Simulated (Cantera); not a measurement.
Input: 1 mol CaO, 8.2 mol Cl₂, 0.38 mol O₂, 4.9 mol HCl, at 625 K and 750 Torr.

Equilibrium computed with Cantera from the NASA thermochemical tables; the gas is ideal and each condensed phase is pure. Candidate condensed phases: Ca, CaCl₂, CaO, Ca(OH)₂, H₂O; 21 gas species. Condensed phases not in the tables: oxide chlorides. Kinetics and transport are ignored.

Base state: Cl₂ 0.701, HCl 0.170, H₂O 0.115, O₂ 0.0143 (mole fractions); condensed: CaCl₂(s).

What changes in the equilibrium state with this change: pressure from 750 Torr to 1.00 Torr?


```csv
species,before,after
Cl₂,0.701,0.597
HCl,0.170,0.318
O₂,0.0143,0.0524
H₂O,0.115,0.0330
"CaCl₂(s), mol",1.00,1.00
```

What changes in the equilibrium state with this change: pressure from 750 Torr to 0.00825 Torr?


| species | before | after |
|---|---|---|
| Cl₂ | 0.701 | 0.561 |
| HCl | 0.170 | 0.369 |
| O₂ | 0.0143 | 0.0656 |
| H₂O | 0.115 | 0.00480 |
| Cl | 4.38e-8 | 1.18e-5 |
| CaCl₂(s), mol | 1.00 | 1.00 |

What changes in the equilibrium state with this change: temperature from 625 K to 1598.15 K?


```
species         before     after
-------------  -------  --------
Cl₂              0.701     0.494
HCl              0.170     0.358
Cl             4.38e-8    0.0764
H₂O              0.115   0.00152
O₂              0.0143    0.0639
CaCl₂            <1e-9   0.00572
ClO            1.59e-9  0.000422
OH               <1e-9   1.60e-5
HOCl           1.01e-6   3.10e-5
CaCl₂(s), mol     1.00         0
CaCl₂(l), mol        0     0.922
```
